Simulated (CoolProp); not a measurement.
Values from CoolProp's reference Helmholtz-energy equation of state, Akasaka 2024.

Problem. Give the vapour pressure (bar), enthalpy of vaporisation (kJ/kg), liquid cp (kJ/(kg K)) of saturated R1132(E) at -18.25, 25.15 °C.

Solution. 
| T (°C) | p (bar) | enthalpy of vaporisation (kJ/kg) | liquid cp (kJ/(kg K)) |
|---|---|---|---|
| -18.25 | 4.43 | 273 | 1.69 |
| 25.15 | 16.6 | 214 | 1.92 |
